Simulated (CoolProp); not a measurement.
Computed with CoolProp (reference Helmholtz-energy equation of state, Lemmon 2006). It is a short technical equation, of lower accuracy than the large ones.

Q: Give the vapour pressure (kPa), liquid density (kg/m³), vapour density (kg/m³), liquid cp (kJ/(kg K)) of saturated carbon monoxide at 110.3, 123.2 K.

A: 
| T (K) | p (kPa) | liquid density (kg/m³) | vapour density (kg/m³) | liquid cp (kJ/(kg K)) |
|---|---|---|---|---|
| 110.3 | 1090 | 646 | 42.6 | 2.57 |
| 123.2 | 2210 | 545 | 97.2 | 3.67 |
